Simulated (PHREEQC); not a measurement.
Make-up at 13 °C: 0.001 mol/kgw CdCl2 and 0.00031 mol/kgw NiCl2. Closed to the air; pH follows from the charge balance.

Computed with PHREEQC (ion-association model, wateq4f.dat).

Precipitation was switched off in this run.

Q: Estimate the pH.

A: pH 6.54.

Q: In which forms is Cd present?

A: Cd+2 85 %, CdCl+ 15 % of the Cd.

Species that the database lacks are ignored. In wateq4f.dat the enthalpy of Ni(OH)2 has the wrong sign, so its saturation index can't be trusted away from 25 °C. Away from 25 °C the constants follow the database's enthalpies or fits; those with neither stay at their 25 °C values.
